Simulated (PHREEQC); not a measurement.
Solution (66 °C): 0.058 mol/kgw HNO3, 0.01 mol/kgw KNO3 and 0.01 mol/kgw CuSO4. Closed to the air; pH follows from the charge balance.

Model: ion-association model, wateq4f.dat, run in PHREEQC.

Precipitation was switched off in this run.

Problem. Order these S species by the share of S that they hold, largest first: CuSO4, KSO4-, HSO4-, SO4-2.

Solution. HSO4- (79 %), SO4-2 (15 %), CuSO4 (5.2 %), KSO4- (0.70 %)

The pH is 1.39 and the ionic strength 0.0900 mol/kgw. Complexes and solids missing from the database can't appear. Constants without temperature data keep their 25 °C values here.
